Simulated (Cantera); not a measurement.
An isothermal, constant-pressure homogeneous reactor starts with CH4 : H2O : N2 = 1 : 0.58 : 0.11 (molar parts), at 1850 K and 1.01 bar.

Cantera simulation using GRI-Mech 3.0 (53 species, 325 reactions); the numbers are that mechanism's predictions, not measurements. GRI-Mech 3.0 stops at C3 and has no aromatics, soot or wall deposition, so with more carbon than oxygen in the feed, carbon stays in small species such as C2H2 where larger ones or solid carbon would form.

x: mole fraction; the columns are a selection and need not sum to one.

| t (s) | x CH4 | x H2O | x O | x OH | x CH2CO |
|---|---|---|---|---|---|
| 2.00e-5 | 0.583 | 0.342 | 2.39e-9 | 9.31e-6 | 7.90e-10 |
| 4.92e-5 | 0.562 | 0.340 | 5.89e-9 | 1.50e-5 | 7.82e-8 |
| 0.000121 | 0.488 | 0.328 | 8.23e-9 | 1.85e-5 | 4.22e-6 |
| 0.000298 | ? | ? | ? | ? | ? |
| 0.000734 | ? | ? | ? | ? | ? |
| 0.00181 | 0.132 | 0.238 | 2.23e-9 | 1.20e-5 | 9.19e-5 |
| 0.00445 | 0.0669 | 0.215 | 1.93e-9 | 1.12e-5 | 9.09e-5 |
| 0.0110 | 0.0349 | 0.187 | 1.77e-9 | 1.00e-5 | 7.86e-5 |
| 0.0270 | 0.0240 | 0.147 | 1.49e-9 | 7.77e-6 | 5.46e-5 |
| 0.0664 | 0.0184 | 0.0954 | 1.03e-9 | 4.83e-6 | 2.84e-5 |
| 0.163 | 0.0128 | 0.0460 | 5.42e-10 | 2.23e-6 | 1.07e-5 |
| 0.402 | 0.00837 | 0.0131 | 1.66e-10 | 6.21e-7 | 2.67e-6 |
| 0.990 | 0.00634 | 0.00109 | 1.42e-11 | 5.11e-8 | 4.60e-7 |
| 2.44 | 0.00613 | 4.87e-6 | <1e-12 | 2.28e-10 | 2.79e-7 |
| 6.00 | 0.00613 | 1.64e-6 | <1e-12 | 7.71e-11 | 2.78e-7 |

Task: Some entries are withheld; supply them.

Result: 
- 0.000298, x CH4: 0.359
- 0.000298, x H2O: 0.298
- 0.000298, x O: 4.96e-9
- 0.000298, x OH: 1.57e-5
- 0.000298, x CH2CO: 4.14e-5
- 0.000734, x CH4: 0.233
- 0.000734, x H2O: 0.265
- 0.000734, x O: 3.00e-9
- 0.000734, x OH: 1.33e-5
- 0.000734, x CH2CO: 8.02e-5
